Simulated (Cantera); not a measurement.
A perfectly stirred reactor is fed with N₂O : H₂ : N₂ = 1 : 0.03 : 2.7 (molar parts), at 760 Torr; it is held at 1098 K, and followed from long to short residence time.

Cantera simulation using GRI-Mech 3.0 (53 species, 325 reactions); the numbers are that mechanism's predictions, not measurements. GRI-Mech 3.0 was tuned for natural gas; its chemistry of N2O as a main component is partial and can be far from experiment. The mechanism lacks the step 2 NO + O2 → 2 NO2, which can matter for NO2 below about 1400 K. The temperature is held fixed by assumption; the heat of reaction is taken as removed at once.

Problem. What does this change do: H2 0.03 to 0.0095 parts?

Solution. 
```
quantity                  before     after
----------------------  --------  --------
x(N₂O) at τ = 2.50 s       0.218     0.224
x(H₂) at τ = 2.50 s      5.07e-5   2.67e-5
x(H) at τ = 2.50 s       1.24e-8   3.89e-9
x(NO₂) at τ = 2.50 s     5.33e-5   5.81e-5
x(H₂O₂) at τ = 2.50 s    7.96e-9   2.97e-9
x(N₂O) at τ = 0.140 s      0.258     0.264
x(H₂) at τ = 0.140 s    0.000583  0.000275
x(H) at τ = 0.140 s      2.65e-7   7.74e-8
x(NO₂) at τ = 0.140 s    4.40e-6   8.74e-6
x(H₂O₂) at τ = 0.140 s   1.85e-8   8.61e-9
```

Problem. What does this change do: H2 0.03 to 0.099 parts?

Solution. 
| quantity | before | after |
|---|---|---|
| x(N₂O) at τ = 2.50 s | 0.218 | 0.200 |
| x(H₂) at τ = 2.50 s | 5.07e-5 | 9.17e-5 |
| x(H) at τ = 2.50 s | 1.24e-8 | 4.61e-8 |
| x(NO₂) at τ = 2.50 s | 5.33e-5 | 3.75e-5 |
| x(H₂O₂) at τ = 2.50 s | 7.96e-9 | 2.41e-8 |
| x(N₂O) at τ = 0.140 s | 0.258 | 0.236 |
| x(H₂) at τ = 0.140 s | 0.000583 | 0.00123 |
| x(H) at τ = 0.140 s | 2.65e-7 | 9.74e-7 |
| x(NO₂) at τ = 0.140 s | 4.40e-6 | 1.96e-6 |
| x(H₂O₂) at τ = 0.140 s | 1.85e-8 | 3.98e-8 |
